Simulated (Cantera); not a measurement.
Input (Python, Cantera) and output of one run.

```python
import numpy as np
import cantera as ct

gas_names = """
    C CO CO2 C2 C2O C3 C3O2 C4 C5 Ca CaO Ca2 O O2 O3
""".split()
cond_names = """
    C(gr) Ca(a) Ca(b) Ca(L) CaCO3(caL) CaO(s) CaO(L)
""".split()


# ... load() reads the species with a 1 bar reference pressure and builds the phases ...
atoms = {
    'CaO': {'Ca': 1, 'O': 1},
    'O2': {'O': 2},
    'CO2': {'C': 1, 'O': 2},
}
top_T = {'C(gr)': 4500}  # K; cautious upper limits of use, not melting points


# ... equilibrate(T, P, feed) seeds the gas with the atoms and calls Mixture.equilibrate('TP', solver="vcs", rtol=1e-11, max_steps=5000) ...
results = []
feed = {'CaO': 1, 'O2': 0.13, 'CO2': 8.1}  # mol
T = 775  # K
P = 100000  # Pa
mix = equilibrate(T, P, feed)
results.append((T, P, feed, dict(zip(mix.species_names, mix.species_moles))))
x = sorted(zip(gas.X, gas.species_names), reverse=True)
print(f"T = {T:g} K  P = {P:g} Pa  gas = {mix.phase_moles(0):.4g} mol")
print("   x: " + "  ".join(f"{s} {v:.3e}" for v, s in x if v > 0.0001))
print("   condensed (mol): " + ("  ".join(f"{mix.phase(i).name} {mix.phase_moles(i):.4g}"
      for i in range(1, mix.n_phases) if mix.phase_moles(i) > 1e-12) or "none"))
```

Output:

```
T = 775 K  P = 100000 Pa  gas = 7.23 mol
   x: CO2 9.820e-01  O2 1.798e-02
   condensed (mol): CaCO3(caL) 1
```

These are equilibrium values from Cantera (NASA tables, ideal gas, pure condensed phases), not measurements of a reactor.
